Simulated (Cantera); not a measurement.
Charge: 1 mol SiO2, 3.3 mol H2, 2.1 mol H2O, equilibrated at 1.40 mbar.

Cantera equilibrium calculation (NASA polynomials, part measured and part estimated; ideal gas, pure solids and liquids). Candidate condensed phases: H2O, Si, SiO2; 18 gas species. The tables hold silica as quartz up to 1696 K and as liquid above; real silica turns to tridymite and cristobalite and melts near 1996 K. Equilibrium is a limit: real reactors are often held back by kinetics, nucleation or transport.

Question: Which condensed phases are stable at each of these points (T (°C)): 1077, 1152, 1227, 1302, 1377, 1452, 1527?

Answer: 
| T (°C) | condensed phases | Si condensed (%) |
|---|---|---|
| 1077 | SiO2(β-quartz) | 100.0 |
| 1152 | SiO2(β-quartz) | 100.0 |
| 1227 | SiO2(β-quartz) | 100.0 |
| 1302 | SiO2(β-quartz) | 100.0 |
| 1377 | SiO2(β-quartz) | 99.9 |
| 1452 | SiO2(condensed) | 99.7 |
| 1527 | SiO2(condensed) | 98.7 |

From 1077 °C to 1377 °C the condensed part is SiO2(β-quartz). From 1452 °C to 1527 °C the condensed part is SiO2(condensed).
